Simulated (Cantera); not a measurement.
Equilibrium for aluminium and copper etching: Al + Br2

Charge: 1 mol Al, 0.52 mol Br2, held at 675 K.

These are equilibrium values from Cantera (NASA tables, ideal gas, pure condensed phases), not measurements of a reactor. Candidate condensed phases: Al, AlBr3, Br2; 7 gas species. Rates play no part.

```tsv
P (Pa)	log p AlBr3	log p Al2Br6	log p AlBr	n Al(s)
1	-5.00	-8.69	-8.13	0.653
10	-4.00	-6.69	-7.80	0.653
100	-3.01	-4.71	-7.47	0.653
1000	-2.07	-2.83	-7.15	0.653
10000	-1.30	-1.30	-6.90	0.653
100000	-0.70	-0.10	-6.70	0.653
```
log p: log10 of the partial pressure in bar; n: condensed amount in mol.

From 1.00e-5 bar to 1.00 bar the condensed part is Al(s). The main Al-bearing gas is AlBr3 at 1.00e-5 bar and Al2Br6 at 1.00 bar.
